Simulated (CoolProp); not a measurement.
Vapour-liquid equilibrium of propane (1) + isobutene (2) at -39.85 °C; x and y are mole fractions of (1).

Model: multi-fluid Helmholtz-energy mixture model, Lemmon 2009 and Lemmon 2005; pair parameters Bell 2016, in CoolProp.

| x | bubble pressure (kPa) | y at the bubble point | dew pressure at overall composition x (kPa) | liquid density (mol/L) |
|---|---|---|---|---|
| 0.05 | 29.54 | 0.266 | 23.71 | 11.86 |
| 0.15 | 40.75 | 0.514 | 26.10 | 11.97 |
| 0.25 | 49.92 | 0.640 | 29.01 | 12.09 |
| 0.35 | 58.10 | 0.723 | 32.60 | 12.21 |
| 0.45 | 65.89 | 0.786 | 37.15 | 12.34 |
| 0.55 | 73.68 | 0.838 | 43.02 | 12.48 |
| 0.65 | 81.67 | 0.884 | 50.79 | 12.61 |
| 0.75 | 89.97 | 0.923 | 61.23 | 12.75 |
| 0.85 | 98.59 | 0.958 | 75.59 | 12.90 |
| 0.95 | 107.4 | 0.987 | 96.54 | 13.04 |

No azeotrope shows between x = 0.05 and 0.95.

The pair parameters rest on a limited set of measurements; away from them the model extrapolates.
